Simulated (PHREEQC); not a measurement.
NH3 is added in steps, without added water, to 1 kg of water holding 0.032 mol/kgw KHCO3, 0.00061 mol/kgw Ca(HCO3)2 and 0.0023 mol/kgw NaH2PO4, at 25 °C. Oxygen alone is held at its pressure in air (log pO2 = -0.68). CO2 from the air is kept out. The run lets Calcite, Portlandite, Hydroxyapatite, Nahcolite, Natron precipitate or redissolve, and no other solid.

Base run: PHREEQC, ion-association model, wateq4f.dat. Each further column changes one thing. The table gives Ca in solution (mol/kgw).

```csv
NH3 added (mol),base,metal-ligand complexes left out,Davies equation for every ion,Debye-Hückel limiting law,database phreeqc.dat
0,5.38e-5,3.67e-5,5.58e-5,7.21e-5,5.38e-5
0.001012,3.71e-5,2.45e-5,3.85e-5,5.02e-5,3.71e-5
0.002025,2.24e-5,1.40e-5,2.33e-5,3.06e-5,2.24e-5
0.003037,1.24e-5,6.89e-6,1.29e-5,1.69e-5,1.24e-5
0.00405,8.39e-6,3.98e-6,8.66e-6,1.12e-5,8.35e-6
0.005063,6.87e-6,2.83e-6,7.06e-6,8.92e-6,6.85e-6
0.006075,6.14e-6,2.25e-6,6.30e-6,7.82e-6,6.12e-6
0.007088,5.73e-6,1.91e-6,5.86e-6,7.18e-6,5.71e-6
0.0081,5.46e-6,1.68e-6,5.57e-6,6.76e-6,5.44e-6
```

H3PO4, which wateq4f.dat lacks, is added to it with the constant of phreeqc.dat.  phreeqc.dat and wateq4f.dat share most of their constants, so their agreement is no independent check. Solids allowed in the column 'database phreeqc.dat': Calcite, Hydroxyapatite.
